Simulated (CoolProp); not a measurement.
Model: reference Helmholtz-energy equation of state, Thol 2018, in CoolProp.

**Question.** Give the vapour pressure (MPa), liquid density (kg/m³), vapour density (kg/m³), enthalpy of vaporisation (kJ/kg) of saturated hydrogen chloride at 198.4, 212.7 K.

**Answer.** 
```json
[
 {"T (K)": "198.4", "p (MPa)": "0.175", "liquid density (kg/m³)": "1160", "vapour density (kg/m³)": "4.05", "enthalpy of vaporisation (kJ/kg)": "432"},
 {"T (K)": "212.7", "p (MPa)": "0.342", "liquid density (kg/m³)": "1120", "vapour density (kg/m³)": "7.56", "enthalpy of vaporisation (kJ/kg)": "415"}
]
```
